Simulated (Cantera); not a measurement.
Input (Python, Cantera) and output of one run.

```python
import numpy as np
import cantera as ct

gas_names = """
    C CO CO2 C2 C2O C3 C3O2 C4 C5 O O2 O3 Ti TiO TiO2
""".split()
cond_names = """
    C(gr) Ti(a) Ti(b) Ti(L) TiC(s) TiC(L) TiO(a) TiO(b) TiO(L) TiO2(ru) TiO2(L) Ti2O3(a) Ti2O3(b)
    Ti2O3(L) Ti3O5(a) Ti3O5(b) Ti3O5(L) Ti4O7(s) Ti4O7(L)
""".split()


def load(file, names, dense=False):
    # The tables refer to 1 bar. Condensed volumes are neglected.
    table = {s.name: s for s in ct.Species.list_from_file(file)}
    out = []
    for n in names:
        d = dict(table[n].input_data)
        d["thermo"] = dict(d["thermo"], **{"reference-pressure": 1e5})
        if dense:
            d["equation-of-state"] = {"model": "constant-volume", "density": "1e6 g/cm^3"}
        out.append(ct.Species.from_dict(d))
    return out


gas = ct.Solution(thermo="ideal-gas", species=load("nasa_gas.yaml", gas_names))
cond = {s.name: ct.Solution(thermo="fixed-stoichiometry", species=[s], name=s.name)
        for s in load("nasa_condensed.yaml", cond_names, dense=True)}
atoms = {
    'TiO2': {'Ti': 1, 'O': 2},
    'CO': {'C': 1, 'O': 1},
}
top_T = {'C(gr)': 4500}  # K; cautious upper limits of use, not melting points


def equilibrate(T, P, feed):
    n = {}
    for name, mol in feed.items():
        for a, k in atoms[name].items():
            n[a] = n.get(a, 0.0) + k * mol
    gas.TPX = T, P, n
    mass = sum(n.values()) * gas.mean_molecular_weight
    gas.equilibrate("TP")
    valid = [c for c in cond.values() if c.min_temp <= T <= top_T.get(c.name, c.max_temp)]
    mix = ct.Mixture([(gas, mass / gas.mean_molecular_weight)] + [(c, 0.0) for c in valid])
    mix.T, mix.P = T, P
    mix.equilibrate("TP", solver="vcs", rtol=1e-11, max_steps=5000)
    return mix


results = []
feed = {'TiO2': 1, 'CO': 6.3}  # mol
T = 2098  # K
for P in [10, 100, 1000, 10000, 100000, 1000000]:
    mix = equilibrate(T, P, feed)
    results.append((T, P, feed, dict(zip(mix.species_names, mix.species_moles))))

top = {s: max(r[3][s] / sum(r[3][g] for g in gas_names) for r in results) for s in gas_names}
cols = sorted((s for s in top if top[s] > 1e-05), key=lambda s: -top[s])[:7]
seen = [c for c in cond_names if any(r[3].get(c, 0) > 1e-12 for r in results)]
print("log10 of partial pressures in bar; condensed amounts in mol")
print(f"{'P/Pa':>10s}" + "".join(f"{s[:9]:>10s}" for s in cols + seen))
for T, P, feed, n in results:
    ng = sum(n[g] for g in gas_names)
    print(f"{P:10.4g}" + "".join(f"{np.log10(max(n[s] / ng * P / 1e5, 1e-99)):10.3f}" for s in cols)
          + "".join(f"{n.get(c, 0):10.4g}" for c in seen))
```

It prints:

```
log10 of partial pressures in bar; condensed amounts in mol
      P/Pa        CO       CO2      TiO2         O       TiO        O2  Ti4O7(L)
        10    -4.021    -5.441    -6.119    -6.824    -7.129    -7.921    0.2367
       100    -3.018    -4.405    -6.111    -6.790    -7.154    -7.855    0.2487
      1000    -2.018    -3.402    -6.110    -6.787    -7.157    -7.848    0.2499
     1e+04    -1.018    -2.401    -6.110    -6.787    -7.157    -7.848      0.25
     1e+05    -0.018    -1.401    -6.110    -6.787    -7.157    -7.847      0.25
     1e+06     0.982    -0.401    -6.110    -6.787    -7.157    -7.847      0.25
```

Cantera equilibrium calculation (NASA polynomials, part measured and part estimated; ideal gas, pure solids and liquids). Condensed phases not in the tables: Magnéli phases beyond Ti4O7.
